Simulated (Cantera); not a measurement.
Feed: 1 mol B2H6, 0.061 mol O2, a varied amount of H2O, equilibrated at 0.00870 bar.

Cantera equilibrium calculation (NASA polynomials, part measured and part estimated; ideal gas, pure solids and liquids). Candidate condensed phases: B, B2O3, B3O3H3, H2O; 23 gas species. The feed counts by its element totals alone. Mutual solubility and eutectic melting of coexisting phases are not modelled. Gases not in the tables: H3BO3. The numbers say what is thermodynamically allowed, not how fast it happens.

Task: What condenses at these points (T in K, n(H2O) in mol): (1600, 1.2); (1500, 11); (1700, 0.66); (1800, 2.3); (1400, 1.7); (1700, 1.2); (1500, 4.4)?

Result: 
```csv
T (K),n(H2O) in mol,condensed phases,B condensed (%)
1600,1.2,B,38.4
1500,11,gas only,0.0
1700,0.66,B,62.1
1800,2.3,gas only,0.0
1400,1.7,B + B2O3,95.9
1700,1.2,B,36.5
1500,4.4,B2O3,59.2
```
